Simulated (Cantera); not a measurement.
A freely propagating, adiabatic, planar premixed flame of H₂ : O₂ : N₂ = 1 : 0.526 : 1.98 (molar parts), equivalence ratio 0.95, unburnt at 648 K and 100.0 Torr; mixture-averaged transport, grid criteria slope 0.08 and curve 0.16, no radiation.

Computed with Cantera and the H2/O2 subset of GRI-Mech 3.0, which has no nitrogen chemistry. Burning velocities carry a grid error of a few per cent, more on coarse grids.

What does this change do: O2 0.526 to 0.41 parts?


| quantity | before | after |
|---|---|---|
| laminar burning velocity | 687 cm/s | 640 cm/s |
| thermal thickness | 6.93 mm | 7.52 mm |
| peak x(H) | 0.0898 | 0.0965 |
| peak x(HO₂) | 4.21e-5 | 3.46e-5 |
| peak x(OH) | 0.0202 | 0.0125 |
